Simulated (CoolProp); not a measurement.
o-xylene along the isotherm 620 K: fugacity coefficient from the reference equation and from simpler models built on Tc = 630.3 K, pc = 37.37 bar, ω = 0.312; each cubic takes its own stable root.

Values from CoolProp's reference Helmholtz-energy equation of state, Zhou 2012.

```json
[
 {"p (bar)": "9.34", "phase": "gas", "reference": "0.9033", "Redlich-Kwong": "0.9120", "Soave-Redlich-Kwong": "0.9112", "Peng-Robinson": "0.9025"},
 {"p (bar)": "18.7", "phase": "gas", "reference": "0.8093", "Redlich-Kwong": "?", "Soave-Redlich-Kwong": "0.8242", "Peng-Robinson": "?"},
 {"p (bar)": "28", "phase": "gas", "reference": "0.7159", "Redlich-Kwong": "0.7400", "Soave-Redlich-Kwong": "?", "Peng-Robinson": "0.7171"},
 {"p (bar)": "37.4", "phase": "liquid", "reference": "0.5973", "Redlich-Kwong": "0.6327", "Soave-Redlich-Kwong": "0.6248", "Peng-Robinson": "0.6029"},
 {"p (bar)": "46.7", "phase": "liquid", "reference": "0.4981", "Redlich-Kwong": "?", "Soave-Redlich-Kwong": "0.5262", "Peng-Robinson": "0.5052"},
 {"p (bar)": "56.1", "phase": "liquid", "reference": "0.4309", "Redlich-Kwong": "?", "Soave-Redlich-Kwong": "0.4592", "Peng-Robinson": "0.4387"},
 {"p (bar)": "65.4", "phase": "liquid", "reference": "0.3836", "Redlich-Kwong": "?", "Soave-Redlich-Kwong": "0.4118", "Peng-Robinson": "0.3916"},
 {"p (bar)": "74.7", "phase": "liquid", "reference": "0.3481", "Redlich-Kwong": "0.3822", "Soave-Redlich-Kwong": "0.3763", "Peng-Robinson": "0.3563"},
 {"p (bar)": "84.1", "phase": "liquid", "reference": "0.3204", "Redlich-Kwong": "0.3542", "Soave-Redlich-Kwong": "0.3486", "Peng-Robinson": "0.3287"},
 {"p (bar)": "93.4", "phase": "liquid", "reference": "0.2987", "Redlich-Kwong": "0.3322", "Soave-Redlich-Kwong": "?", "Peng-Robinson": "0.3069"}
]
```

Fill in the missing entries.


- 18.7, Redlich-Kwong: 0.8258
- 18.7, Peng-Robinson: 0.8087
- 28, Soave-Redlich-Kwong: 0.7373
- 46.7, Redlich-Kwong: 0.5335
- 56.1, Redlich-Kwong: 0.4659
- 65.4, Redlich-Kwong: 0.4181
- 93.4, Soave-Redlich-Kwong: 0.3269
